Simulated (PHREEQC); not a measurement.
A solution holds 0.036 mol/kgw HF and 6.4e-05 mol/kgw H2SiF6, at 25 °C. Closed to the air; pH follows from the charge balance.

Computed with PHREEQC (ion-association model, wateq4f.dat).

No solid was allowed to form.

Question: Estimate the pH, ionic strength.

Answer: pH 2.34; ionic strength 0.00492 mol/kgw.

Question: In which forms is F present?

Answer: HF 74 %, F- 12 %, H2F2 10 %, HF2- 2.4 %, SiF6-2 1.1 % of the F.

wateq4f.dat counts part of the HF as a dimer, H2F2, which phreeqc.dat doesn't know; its constant is uncertain. SiF6-2 is the database's only silicon fluoride.
